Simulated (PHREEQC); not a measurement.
Dissolve 0.0076 mol Cu(BF4)2, 0.023 mol HBF4 and 0.00029 mol NaCl per kg of water at 85 °C. Closed to the air; pH follows from the charge balance.

The numbers come from PHREEQC with the ion-association model, wateq4f.dat.

```tsv
quantity	before	after
pH	1.82	1.96
ionic strength (mol/kgw)	0.0410	0.0204
BF4- (mol/kgw)	0.0304	0.0181
HF (mol/kgw)	0.0241	0.0224
H3BO3 (mol/kgw)	0.00545	0.00339
BF3OH- (mol/kgw)	0.00161	0.00104
SI of Halite (NaCl)	-9.00	-8.91
```

### Question
Name the change that produced these shifts.
A. Cu(BF4)2 replaced by KF at the same molality
B. temperature from 85 to 90 °C
C. HBF4 from 0.023 to 0.046 mol/kgw
D. Cu(BF4)2 from 0.0076 to 0.00152 mol/kgw
E. HBF4 left out

### Answer
A, Cu(BF4)2 replaced by KF at the same molality

This is a speciation only: nothing precipitates in the calculation. Constants without temperature data keep their 25 °C values here. Real BF4- forms and hydrolyses slowly; the run takes it at equilibrium.
